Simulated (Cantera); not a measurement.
Charge: 1 mol SiHCl₃, 0.052 mol HCl, 8.6 mol N₂, equilibrated at 160000 Pa.

These are equilibrium values from Cantera (NASA tables, ideal gas, pure condensed phases), not measurements of a reactor. Candidate condensed phases: NH₄Cl, Si, Si₃N₄; 28 gas species. N₂ is the only nitrogen source here; it is nearly inert below about 1500 K, so the nitride shown seldom forms there in practice. The tables' values for SiCl₃ are old estimates; treat these amounts as uncertain. Kinetics and transport are ignored.

log p: log10 of the partial pressure in bar; n: condensed amount in mol.

| T (°C) | log p N₂ | log p HCl | log p SiCl₄ | log p H₂ | log p SiCl₃ | log p SiCl₂ | log p SiHCl₃ | n Si₃N₄(s) |
|---|---|---|---|---|---|---|---|---|
| 727 | 0.13 | -0.91 | -1.03 | -1.61 | -4.84 | -7.26 | -3.88 | 0.142 |
| 777 | 0.13 | -0.90 | -1.03 | -1.64 | -4.42 | -6.56 | -3.75 | 0.143 |
| 827 | 0.13 | -0.89 | -1.03 | -1.66 | -4.05 | -5.92 | -3.63 | 0.144 |
| 877 | 0.13 | -0.89 | -1.04 | -1.68 | -3.71 | -5.35 | -3.52 | 0.145 |
| 927 | 0.13 | -0.88 | -1.04 | -1.69 | -3.40 | ? | ? | 0.145 |
| 977 | 0.13 | -0.88 | -1.04 | -1.71 | -3.12 | -4.33 | -3.32 | 0.146 |
| 1027 | 0.13 | -0.87 | -1.05 | -1.73 | -2.85 | -3.89 | -3.24 | 0.146 |
| 1077 | 0.13 | -0.87 | -1.05 | -1.74 | -2.61 | -3.48 | -3.16 | 0.146 |
| 1127 | 0.13 | -0.87 | -1.06 | -1.75 | -2.39 | -3.10 | -3.10 | 0.145 |
| 1177 | 0.13 | -0.87 | -1.08 | -1.76 | -2.19 | -2.75 | -3.04 | 0.143 |
| 1227 | 0.13 | -0.87 | -1.10 | -1.77 | -2.01 | -2.43 | -2.98 | 0.139 |
| 1277 | 0.13 | -0.87 | -1.13 | -1.77 | -1.85 | ? | -2.94 | 0.133 |
| 1327 | 0.13 | -0.87 | -1.17 | -1.77 | -1.72 | -1.87 | -2.92 | 0.124 |

Fill in the missing entries.


- 1277, log p SiCl₂: -2.13
- 927, log p SiCl₂: -4.82
- 927, log p SiHCl₃: -3.42
